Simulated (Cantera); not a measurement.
Mixture: CH4 : C2H6 : C3H8 : O2 : N2 : H2O = 1 : 0.15 : 0.031 : 1.91 : 7.2 : 0.79 (molar parts), equivalence ratio 1.4, at 1.01 bar, adiabatic and at constant volume. Ignition delay is the time to a rise of 400 K.

Model: GRI-Mech 3.0 (53 species, 325 reactions), integrated in Cantera.

### Question
Predict: delay at 1125 K; delay at 1325 K; delay at 1525 K; delay at 1725 K; delay at 1925 K; apparent activation energy between 1825 and 2025 K.

### Answer
```json
{
 "delay at 1125 K": "10.2 ms",
 "delay at 1325 K": "0.981 ms",
 "delay at 1525 K": "0.151 ms",
 "delay at 1725 K": "37.9 µs",
 "delay at 1925 K": "14.7 µs",
 "apparent activation energy between 1825 and 2025 K": "120 kJ/mol"
}
```
